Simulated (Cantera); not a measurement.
Feed: 1 mol toluene, 0.57 mol CO2, equilibrated at 81.0 Pa.

These are equilibrium values from Cantera (NASA tables, ideal gas, pure condensed phases), not measurements of a reactor. Candidate condensed phases: C, C6H6, C7H8, C8H18, H2O; 110 gas species. Rates play no part. All values below are at 2200 K.

Base state: H2 0.636, CO 0.204, H 0.158, C2H2 (acetylene) 0.00163, C2H 1.40e-5 (mole fractions); condensed: C(graphite).

### Question
What changes in the equilibrium state with this change: toluene replaced by C2H4?

### Answer
```csv
species,before,after
H2,0.636,0.519
CO,0.204,0.337
H,0.158,0.143
C2H2 (acetylene),0.00163,0.00133
C2H,1.40e-5,1.27e-5
"C(graphite), mol",6.41,1.42
```
